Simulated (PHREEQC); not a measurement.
Model water analysis in mg/kgw, 80 °C, pH 5.67, pe 9:

```json
[
 {"constituent": "Na", "mg/kgw": "3.38"},
 {"constituent": "K", "mg/kgw": "2.33"},
 {"constituent": "Ca", "mg/kgw": "1.39"},
 {"constituent": "Mg", "mg/kgw": "0.261"},
 {"constituent": "Cl", "mg/kgw": "5.3"},
 {"constituent": "S(6) as SO4", "mg/kgw": "1.17"},
 {"constituent": "Alkalinity as HCO3", "mg/kgw": "7.19"},
 {"constituent": "Ba", "mg/kgw": "0.0362"}
]
```

Valence states are taken as typed.

Model: ion-association model, phreeqc.dat, run in PHREEQC.

Precipitation was switched off in this run.

Q: Estimate the charge-balance error.

A: charge-balance error 1.1 %.

Q: In which forms is C present?

A: CO2 82 %, HCO3- 18 % of the C.

Constants without temperature data keep their 25 °C values here.
